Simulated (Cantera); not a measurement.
Source: NASA polynomial tables (part measured, part estimated), evaluated in Cantera. Values are per mole of reaction as written; species without (g) are pure solids or liquids, kept so even where they would boil at 1 bar.

**Question.** Between 523 and 823 K, where is each reaction favourable under standard conditions?
- TaO₂(g) + 2 H₂O(g) ⇌ 4 OH(g) + Ta

**Answer.** 
- TaO₂(g) + 2 H₂O(g) ⇌ 4 OH(g) + Ta: ΔG° is 778 kJ at 523 K and 736 kJ at 823 K; it stays positive (K < 1). ΔH° is 854 kJ and ΔS° 143 J/K at 823 K.
